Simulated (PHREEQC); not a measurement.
PHREEQC input (Pitzer model, pitzer.dat):

```
SOLUTION 1
  temp 5
  units mol/kgw
  pH 7 charge
  S(6) 0.095
  Mg 0.015
  Cl 0.32
  Na 0.32
  K 0.16
END
USE solution 1
INCREMENTAL_REACTIONS false
REACTION 1
  H2O -1
  0 9.886 18.011 24.689 30.178 34.689 38.397 41.444
  43.949 46.007 47.699 49.089 50.232 51.172 51.944 52.578
  53.1 53.528 53.88 54.17 54.408 54.603 54.764 moles
EQUILIBRIUM_PHASES 1
  Arcanite 0 0
  Bischofite 0 0
  Bloedite 0 0
  Brucite 0 0
  Carnallite 0 0
  Epsomite 0 0
  Glaserite 0 0
  Halite 0 0
  Hexahydrite 0 0
  Kainite 0 0
  Kieserite 0 0
  Leonite 0 0
  Mirabilite 0 0
  Misenite 0 0
  Schoenite 0 0
  Sylvite 0 0
  Thenardite 0 0
  MgCl2_4H2O 0 0
SELECTED_OUTPUT 1
  -reset false
  -pH true
  -pe true
  -ionic_strength true
  -water true
  -activities H2O
  -totals Cl K Mg Na S
  -molalities H+ Na+ K+ Mg+2 Cl- SO4-2 OH- HSO4- MgOH+
  -equilibrium_phases Arcanite Bischofite Bloedite Brucite Carnallite Epsomite Glaserite Halite Hexahydrite Kainite
    Kieserite Leonite Mirabilite Misenite Schoenite Sylvite Thenardite MgCl2_4H2O
PRINT
  -reset false
END
```

Selected output (columns that matter, 19 of 23 rows; water left (kg) added in front):

```
water left (kg)	pH	mu	Cl	K	Mg	Na	S	m_H+	m_Na+	la_H2O	Glaserite	Halite	Mirabilite	Sylvite
1	7.3955	0.62	0.32	0.16	0.015	0.32	0.095	5.778e-08	0.32	-0.0059959	0	0	0	0
0.821894	7.3887	0.75435	0.38934	0.19467	0.018251	0.38934	0.11559	5.8556e-08	0.38934	-0.0072514	0	0	0	0
0.675514	7.3791	0.91782	0.47371	0.23686	0.022205	0.47371	0.14063	5.933e-08	0.47371	-0.0087744	0	0	0	0
0.456313	7.3477	1.3587	0.70127	0.35064	0.032872	0.70127	0.20819	6.0819e-08	0.70127	-0.012884	0	0	0	0
0.375043	7.3234	1.6531	0.85324	0.42662	0.039995	0.85324	0.2533	6.1505e-08	0.85324	-0.015651	0	0	0	0
0.30824	7.2908	2.0114	1.0382	0.51908	0.048663	1.0382	0.3082	6.2136e-08	1.0382	-0.019063	0	0	0	0
0.253345	7.2475	2.4473	1.2631	0.63155	0.059208	1.2631	0.37498	6.2696e-08	1.2631	-0.023304	0	0	0	0
0.169614	7.1073	3.5057	1.8866	0.94332	0.088436	1.7869	0.51022	6.4445e-08	1.7869	-0.034976	0	0	0.0084589	0
0.136534	6.9939	4.0384	2.3437	1.1719	0.10986	2.0087	0.52826	6.7267e-08	2.0087	-0.042835	0	0	0.022874	0
0.109401	6.8509	4.7217	2.925	1.4625	0.13711	2.2947	0.5532	7.074e-08	2.2947	-0.053549	0	0	0.034479	0
0.0875019	6.6682	5.5345	3.6571	1.7684	0.17142	2.6832	0.56867	7.6036e-08	2.6832	-0.068027	0.0017543	0	0.041732	0
0.0711817	6.4318	6.2365	4.4955	1.8184	0.21073	3.2758	0.51007	9.0494e-08	3.2758	-0.085504	0.010187	0	0.038319	0
0.0399771	5.9524	7.6952	5.8862	1.6974	0.37521	4.3942	0.47794	1.3618e-07	4.3942	-0.12284	0.0024847	0	0.070924	0.084687
0.0286387	5.7082	8.3158	6.3945	1.3768	0.52377	4.9019	0.46584	1.7508e-07	4.9019	-0.1412	0	0.016299	0.081659	0.12057
0.0204908	5.6151	8.6665	6.3365	1.3375	0.73204	4.6003	0.53268	2.0146e-07	4.6003	-0.14377	0	0.057567	0.084085	0.13259
0.0138844	5.5022	9.328	6.2068	1.2752	1.0804	4.1314	0.68027	2.2806e-07	4.1314	-0.14873	0	0.091528	0.085555	0.14229
0.01213	5.463	9.6627	6.1313	1.2498	1.2366	3.9381	0.76494	2.3351e-07	3.9381	-0.15123	0.021614	0.16563	0.042493	0.079996
0.01213	5.463	9.6627	6.1313	1.2498	1.2366	3.9381	0.76494	2.3351e-07	3.9381	-0.15123	0.031364	0.19488	0.022993	0.050746
0.01213	5.463	9.6627	6.1313	1.2498	1.2366	3.9381	0.76494	2.3351e-07	3.9381	-0.15123	0.039414	0.21903	0.0068926	0.026596
```

At this temperature some constants are extrapolated from 25 °C, and those without enthalpy data are left unchanged.
